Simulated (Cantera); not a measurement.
Mixture: C₃H₈ : O₂ : N₂ = 1 : 5 : 18.8 (molar parts), equivalence ratio 1.0, at 8.19 atm, adiabatic and at constant pressure. Ignition delay is the time to a rise of 400 K.

Computed with Cantera and GRI-Mech 3.0 (53 species, 325 reactions). GRI-Mech 3.0 was tuned for natural gas; its chemistry of propane as a main component is partial and can be far from experiment.

Problem. At T0 = 1650 K, what is the delay, and which 5 reactions control it most (d ln τ / d ln k, from doubling and halving each rate constant)?

Solution. The delay is 5.95 µs.
| reaction | d ln τ / d ln k | faster rate |
|---|---|---|
| C2H5 + CH3 (+M) <=> C3H8 (+M) | -0.41 | shortens it |
| H + O2 <=> O + OH | -0.32 | shortens it |
| CH3 + HO2 <=> CH3O + OH | -0.28 | shortens it |
| C3H8 + H <=> C3H7 + H2 | 0.17 | lengthens it |
| 2 CH3 (+M) <=> C2H6 (+M) | 0.15 | lengthens it |
